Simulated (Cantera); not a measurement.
## toluene + O2 + H2O (carbon deposition, reforming and gasification)

Feed: 1 mol toluene, 0.027 mol O2, 1.4 mol H2O, at 17.0 mbar.

These are equilibrium values from Cantera (NASA tables, ideal gas, pure condensed phases), not measurements of a reactor. Candidate condensed phases: C, C6H6, C7H8, C8H18, H2O; 110 gas species. Equilibrium is a limit: real reactors are often held back by kinetics, nucleation or transport.

From 1873 K to 2873 K the condensed part is C(graphite). The main C-bearing gas is CO throughout. The share of C in condensed phases is highest at 1873 K (79.2 %) and lowest at 2873 K (72.6 %).

```tsv
T (K)	x H2	x H	x CO	x C2H2 (acetylene)	n C(graphite)
1873	0.784	0.00438	0.212	0.000245	5.54
1973	0.779	0.00913	0.211	0.000499	5.54
2073	0.771	0.0177	0.210	0.000945	5.53
2173	0.757	0.0322	0.209	0.00167	5.52
2273	0.736	0.0553	0.206	0.00277	5.51
2373	0.703	0.0898	0.203	0.00433	5.48
2473	0.657	0.139	0.197	0.00634	5.45
2573	0.597	0.204	0.190	0.00870	5.41
2673	0.522	0.284	0.182	0.0112	5.34
2773	0.435	0.376	0.172	0.0133	5.25
2873	0.344	0.472	0.160	0.0145	5.08
```
x: gas mole fraction; n: condensed amount in mol.
